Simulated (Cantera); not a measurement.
## Thermodynamics of aluminium and copper etching, feed Cu + F2

Input: 1 mol Cu, 5.6 mol F2, held at 450 K and 8.25 Torr.

Equilibrium computed with Cantera from the NASA thermochemical tables; the gas is ideal and each condensed phase is pure. Candidate condensed phases: Cu, CuF2; 6 gas species. Equilibrium is a limit: real reactors are often held back by kinetics, nucleation or transport.

```yaml
x(F2): 1.000
x(F): 6.11e-6
n(CuF2(s)): 1.00 mol
gas_amount: 4.600 mol
log10 activity of Cu(s) (absent): -52.36
```
